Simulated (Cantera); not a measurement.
Mixture: CH4 : CO : O2 : N2 = 1 : 0.083 : 1.28 : 4.8 (molar parts), at 0.570 bar, adiabatic and at constant pressure. Ignition delay is the time to a rise of 400 K.

Model: GRI-Mech 3.0 (53 species, 325 reactions), integrated in Cantera.

### Question
At T0 = 1473 K, what is the delay, and which 7 reactions control it most (d ln τ / d ln k, from doubling and halving each rate constant)?

### Answer
The delay is 2.94 ms.
```
reaction                  d ln τ / d ln k   faster rate
------------------------  ---------------  ------------
CH3 + O2 <=> CH3O + O               -0.45   shortens it
2 CH3 (+M) <=> C2H6 (+M)             0.36  lengthens it
H + O2 <=> O + OH                   -0.32   shortens it
CH4 + H <=> CH3 + H2                 0.26  lengthens it
CH3 + O2 <=> CH2O + OH              -0.22   shortens it
CH3 + HO2 <=> CH3O + OH             -0.13   shortens it
2 CH3 <=> C2H5 + H                  -0.13   shortens it
```
